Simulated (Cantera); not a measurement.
Input (Python, Cantera) and output of one run.

```python
import numpy as np
import cantera as ct

gas_names = """
    CL CLO CL2 H HCL HOCL HO2 H2 H2O H2O2 O OH O2 O3 Ti TiCL TiCL2 TiCL3 TiCL4 TiO TiOCL TiOCL2 TiO2
""".split()
cond_names = """
    H2O(s) H2O(L) Ti(a) Ti(b) Ti(L) TiCL2(s) TiCL3(s) TiCL4(L) TiO(a) TiO(b) TiO(L) TiO2(ru) TiO2(L)
    Ti2O3(a) Ti2O3(b) Ti2O3(L) Ti3O5(a) Ti3O5(b) Ti3O5(L) Ti4O7(s) Ti4O7(L)
""".split()


# ... load() reads the species with a 1 bar reference pressure and builds the phases ...
atoms = {
    'TiCl4': {'Ti': 1, 'CL': 4},
    'H2O': {'H': 2, 'O': 1},
    'H2': {'H': 2},
}
top_T = {'TiCL2(s)': 1300, 'TiCL3(s)': 1000}  # K; cautious upper limits of use, not melting points


# ... equilibrate(T, P, feed) seeds the gas with the atoms and calls Mixture.equilibrate('TP', solver="vcs", rtol=1e-11, max_steps=5000) ...
results = []
feed = {'TiCl4': 1, 'H2O': 0.7, 'H2': 190}  # mol
T = 1400  # K
P = 133.322  # Pa
mix = equilibrate(T, P, feed)
results.append((T, P, feed, dict(zip(mix.species_names, mix.species_moles))))
print(gas.report(threshold=0.001))
for i in range(1, mix.n_phases):
    print(f"{mix.phase(i).name:16s} {mix.phase_moles(i):12.5e} mol")
```

Output:

```
       temperature   1400 K
          pressure   133.32 Pa
           density   3.2149e-05 kg/m^3
  mean mol. weight   2.8069 kg/kmol
   phase of matter   gas

                          1 kg             1 kmol
                     ---------------   ---------------
          enthalpy        1.1043e+07        3.0998e+07  J
   internal energy        6.8963e+06        1.9358e+07  J
           entropy             83315        2.3386e+05  J/K
    Gibbs function        -1.056e+08       -2.9641e+08  J
 heat capacity c_p             11419             32052  J/K
 heat capacity c_v            8456.7             23737  J/K

                      mass frac. Y      mole frac. X     chem. pot. / RT
                     ---------------   ---------------   ---------------
               HCL           0.21389          0.016468           -43.855
                H2           0.70518           0.98184           -25.043
             TiCL3          0.064525         0.0011744            -105.2
     [  +20 minor]          0.016405        0.00051733

Ti(b)             0.00000e+00 mol
TiCL4(L)          0.00000e+00 mol
TiO(b)            6.99971e-01 mol
TiO2(ru)          0.00000e+00 mol
Ti2O3(b)          0.00000e+00 mol
Ti3O5(b)          0.00000e+00 mol
Ti4O7(s)          0.00000e+00 mol
```

Method: chemical equilibrium by Gibbs-energy minimisation in Cantera with the NASA 1993 tables (ideal gas, pure condensed phases). The tables' values for TiCl2 are old estimates; treat these amounts as uncertain. TiO: taken at fixed stoichiometry.
